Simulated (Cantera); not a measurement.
An isothermal, constant-pressure homogeneous reactor starts with NO : N₂ = 1 : 3.8 (molar parts), at 1450 K and 0.920 bar. Integrator tolerance rtol = 1e-08.

Detailed kinetics in Cantera: GRI-Mech 3.0 (53 species, 325 reactions).

**Question.** What does this change do: pressure from 0.920 bar to 20.0 Torr?

**Answer.** 
| quantity | before | after |
|---|---|---|
| x(NO) at 200 s | 0.152 (gas-phase equilibrium 0.000716) | 0.206 (gas-phase equilibrium 0.000716) |
| x(N₂O) at 200 s | 7.45e-6 (gas-phase equilibrium 4.56e-8) | 1.29e-5 (gas-phase equilibrium 7.76e-9) |
| x(O) at 200 s | 3.57e-7 (gas-phase equilibrium 6.79e-7) | 6.38e-7 (gas-phase equilibrium 3.99e-6) |
| x(NO₂) at 200 s | 0.000334 (gas-phase equilibrium 3.02e-6) | 1.84e-5 (gas-phase equilibrium 5.14e-7) |
| x(N₂) at 200 s | 0.820 (gas-phase equilibrium 0.895) | 0.793 (gas-phase equilibrium 0.895) |
Radical loss at walls, strong at low pressure, is not modelled.

**Question.** What does this change do: temperature 1450 to 2023 K?

**Answer.** 
| quantity | before | after |
|---|---|---|
| x(NO) at 200 s | 0.152 (gas-phase equilibrium 0.000716) | 0.00604 (gas-phase equilibrium 0.00604) |
| x(N₂O) at 200 s | 7.45e-6 (gas-phase equilibrium 4.56e-8) | 3.46e-7 (gas-phase equilibrium 3.46e-7) |
| x(O) at 200 s | 3.57e-7 (gas-phase equilibrium 6.79e-7) | 0.000266 (gas-phase equilibrium 0.000266) |
| x(NO₂) at 200 s | 0.000334 (gas-phase equilibrium 3.02e-6) | 6.66e-6 (gas-phase equilibrium 6.66e-6) |
| x(N₂) at 200 s | 0.820 (gas-phase equilibrium 0.895) | 0.893 (gas-phase equilibrium 0.893) |
